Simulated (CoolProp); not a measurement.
CH3F (R41) at 298.15 K and 5.64 MPa is throttled through a valve to 1.02 MPa with no heat exchange. Each further row changes one setting.

Computed with CoolProp (reference Helmholtz-energy equation of state, Lemmon 2006). It is a short technical equation, of lower accuracy than the large ones.

| case | temperature change (K) | final phase | final density (kg/m³) |
|---|---|---|---|
| as stated | [?] | [?] | 61.4 |
| outlet pressure 0.306 MPa | [?] | two-phase, vapour fraction 0.428 | [?] |
| outlet pressure 1.33 MPa | [?] | [?] | [?] |

Question: Some entries are withheld; supply them.

Answer: 
- as stated, temperature change (K): -48.4
- as stated, final phase: two-phase, vapour fraction 0.313
- outlet pressure 0.306 MPa, temperature change (K): -80.7
- outlet pressure 0.306 MPa, final density (kg/m³): 14.5
- outlet pressure 1.33 MPa, temperature change (K): -39.9
- outlet pressure 1.33 MPa, final phase: two-phase, vapour fraction 0.276
- outlet pressure 1.33 MPa, final density (kg/m³): 88.5
